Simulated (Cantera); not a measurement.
Cantera with NASA thermochemical tables; ideal gases at 1 bar, condensed phases pure. Values are per mole of reaction as written; species without (g) are pure solids or liquids, kept so even where they would boil at 1 bar.

Task: Between 1198 and 2098 K, where is each reaction favourable under standard conditions?
- SiC2(g) + 2 S2(g) = Si + 2 CS2(g)

Result: 
- SiC2(g) + 2 S2(g) = Si + 2 CS2(g): ΔG° is -405 kJ at 1198 K and -253 kJ at 2098 K; it stays negative (K > 1). ΔH° is -567 kJ and ΔS° -150 J/K at 2098 K.
